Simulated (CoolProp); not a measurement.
Vapour-liquid equilibrium of n-hexane (1) + p-xylene (2) at 375.6 K; x and y are mole fractions of (1).

The numbers come from the multi-fluid Helmholtz-energy mixture model, Thol 2019 and Zhou 2012; pair parameters Bell 2016 in CoolProp.

```json
[
 {"x": "0.05", "bubble pressure, mixture model (bar)": "0.4918", "bubble pressure, Raoult's law (bar)": "0.4619", "y, mixture model": "0.321", "y, Raoult's law": "0.284"},
 {"x": "0.2", "bubble pressure, mixture model (bar)": "0.8866", "bubble pressure, Raoult's law (bar)": "0.8030", "y, mixture model": "0.672", "y, Raoult's law": "0.653"},
 {"x": "0.35", "bubble pressure, mixture model (bar)": "1.239", "bubble pressure, Raoult's law (bar)": "1.144", "y, mixture model": "0.800", "y, Raoult's law": "0.802"},
 {"x": "0.5", "bubble pressure, mixture model (bar)": "1.563", "bubble pressure, Raoult's law (bar)": "1.485", "y, mixture model": "0.871", "y, Raoult's law": "0.883"},
 {"x": "0.65", "bubble pressure, mixture model (bar)": "1.873", "bubble pressure, Raoult's law (bar)": "1.826", "y, mixture model": "0.919", "y, Raoult's law": "0.933"},
 {"x": "0.8", "bubble pressure, mixture model (bar)": "2.183", "bubble pressure, Raoult's law (bar)": "2.167", "y, mixture model": "0.957", "y, Raoult's law": "0.968"},
 {"x": "0.95", "bubble pressure, mixture model (bar)": "2.508", "bubble pressure, Raoult's law (bar)": "2.508", "y, mixture model": "0.989", "y, Raoult's law": "0.993"}
]
```

The largest gap from Raoult's law is +10.4 % in bubble pressure, at x = 0.2. No azeotrope shows between x = 0.05 and 0.95.

Pair parameters are fitted to limited data, so mixtures are less certain than the pure fluids.
